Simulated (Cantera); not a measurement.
An isothermal, constant-pressure homogeneous reactor starts with 2.86 % C2H6, 97.1 % N2, at 1925 K and 0.975 Torr.

Model: GRI-Mech 3.0 (53 species, 325 reactions), integrated in Cantera. GRI-Mech 3.0 stops at C3 and has no aromatics, soot or wall deposition, so with more carbon than oxygen in the feed, carbon stays in small species such as C2H2 where larger ones or solid carbon would form. Radical loss at walls, strong at low pressure, is not modelled.

One state of this run: x C2H6 = 2.69e-9; x C2H2 = 0.0266; x C2H4 = 3.06e-6; x HCN = 0.000154; x H = 0.000737; x CH4 = 0.000485; x C2H = 5.32e-6. x: mole fraction; the columns are a selection and need not sum to one.

Q: Which value of t (s) does it belong to?
A. 5.19e-5
B. 0.0155
C. 1.11
D. 3.00e-6

A: C, 1.11
